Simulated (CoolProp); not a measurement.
Saturated liquid density (kg/m³) of sulfur hexafluoride: the reference equation beside estimates from Tc = 318.7 K, pc = 3755 kPa, ω = 0.210. Rackett uses Z = 0.29056 − 0.08775 ω.

Model: reference Helmholtz-energy equation of state, Guder 2009, in CoolProp.

```tsv
T (K)	reference	Rackett	van der Waals	Redlich-Kwong	Soave-Redlich-Kwong	Peng-Robinson
238.7	1768	1828	1128	1618	1677	1901
245.5	1731	1788	1103	1574	1633	1852
252.3	1692	1747	1077	1526	1586	1800
259.1	1651	1703	1050	1477	1537	1744
265.9	1608	1657	1020	1424	1483	1683
272.7	1561	1608	988.9	1367	1425	1617
279.5	1511	1555	954.9	1306	1362	1544
286.3	1455	1497	917.8	1240	1293	1464
293.1	1393	1433	876.5	1166	1215	1373
```

Absolute difference from the reference over all 9 rows, mean and median: Rackett 3.1 and 3.0 %, van der Waals 36.6 and 36.6 %, Redlich-Kwong 11.8 and 11.4 %, Soave-Redlich-Kwong 8.2 and 7.8 %, Peng-Robinson 4.3 and 4.7 %.
